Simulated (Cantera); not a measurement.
What does this Cantera script print?

```python
import numpy as np
import cantera as ct

gas = ct.Solution("gri30.yaml")
gas.TPX = 1550, 210000, {'CH4': 1, 'O2': 1.11, 'N2': 4.18}
reactor = ct.IdealGasReactor(gas, energy="on", clone=False)
net = ct.ReactorNet([reactor])
net.rtol, net.atol = 1e-08, 1e-16
show = ['CH4', 'O2', 'NO', 'CH2O', 'HCO', 'H2O', 'OH']
times = np.geomspace(3e-06, 0.1, 14)

steps = ct.SolutionArray(gas, extra=["t"])
rows = []
print(f"{'t/s':>10s}{'T/K':>9s}{'P/Pa':>11s}" + "".join(f"{s:>11s}" for s in show))
for t in times:
    while net.time < t:
        t_next = net.step()
        steps.append(gas.state, t=t_next)
    rows.append([np.interp(t, steps.t, y) for y in (steps.T, steps.P, *steps(*show).X.T)])
    print(f"{t:10.3e}{rows[-1][0]:9.1f}{rows[-1][1]:11.4g}" + "".join(f"{x:11.3e}" for x in rows[-1][2:]))
rate = np.gradient(steps.T, steps.t)
print("integrator steps:", len(steps.t))
if steps.T.max() > steps.T[0] + 200:
    print(f"time of steepest temperature rise: {steps.t[rate.argmax()]:.4e} s")
gas.TPX = 1550, 210000, {'CH4': 1, 'O2': 1.11, 'N2': 4.18}
gas.equilibrate("UV")
print(f"equilibrium (UV): T = {gas.T:.1f} K  " + "  ".join(f"{s} {gas[s].X[0]:.3e}" for s in show))
```

It prints:

```
       t/s      T/K       P/Pa        CH4         O2         NO       CH2O        HCO        H2O         OH
 3.000e-06   1550.0    2.1e+05  1.590e-01  1.765e-01  1.028e-15  6.946e-08  1.134e-12  4.465e-07  1.774e-08
 6.684e-06   1550.0    2.1e+05  1.590e-01  1.765e-01  2.974e-15  3.856e-07  6.783e-12  1.535e-06  3.199e-08
 1.489e-05   1549.9    2.1e+05  1.590e-01  1.765e-01  1.005e-14  2.308e-06  4.753e-11  6.428e-06  6.830e-08
 3.318e-05   1549.9    2.1e+05  1.589e-01  1.764e-01  4.411e-14  1.522e-05  4.393e-10  3.126e-05  1.599e-07
 7.392e-05   1550.2    2.1e+05  1.587e-01  1.763e-01  2.415e-13  9.731e-05  4.827e-09  1.616e-04  3.721e-07
 1.647e-04   1553.8  2.105e+05  1.575e-01  1.757e-01  1.364e-12  4.900e-04  4.167e-08  8.470e-04  8.878e-07
 3.669e-04   1590.7  2.159e+05  1.490e-01  1.703e-01  1.860e-11  2.362e-03  6.430e-07  6.868e-03  5.271e-06
 8.176e-04   2897.2  4.545e+05  2.537e-11  2.856e-04  1.150e-03  2.655e-08  8.638e-07  1.397e-01  6.565e-03
 1.822e-03   2896.2  4.544e+05  2.559e-11  2.827e-04  1.315e-03  2.657e-08  8.625e-07  1.396e-01  6.531e-03
 4.058e-03   2896.2  4.544e+05  2.559e-11  2.827e-04  1.316e-03  2.657e-08  8.625e-07  1.396e-01  6.531e-03
 9.042e-03   2896.2  4.544e+05  2.559e-11  2.827e-04  1.316e-03  2.657e-08  8.625e-07  1.396e-01  6.531e-03
 2.015e-02   2896.2  4.544e+05  2.559e-11  2.827e-04  1.316e-03  2.657e-08  8.625e-07  1.396e-01  6.531e-03
 4.488e-02   2896.2  4.544e+05  2.559e-11  2.827e-04  1.316e-03  2.657e-08  8.625e-07  1.396e-01  6.531e-03
 1.000e-01   2896.2  4.544e+05  2.559e-11  2.827e-04  1.316e-03  2.657e-08  8.625e-07  1.396e-01  6.531e-03
integrator steps: 1881
time of steepest temperature rise: 4.8650e-04 s
equilibrium (UV): T = 2896.2 K  CH4 2.903e-11  O2 2.827e-04  NO 1.316e-03  CH2O 2.657e-08  HCO 8.625e-07  H2O 1.396e-01  OH 6.531e-03
```

Computed with Cantera and GRI-Mech 3.0 (53 species, 325 reactions).
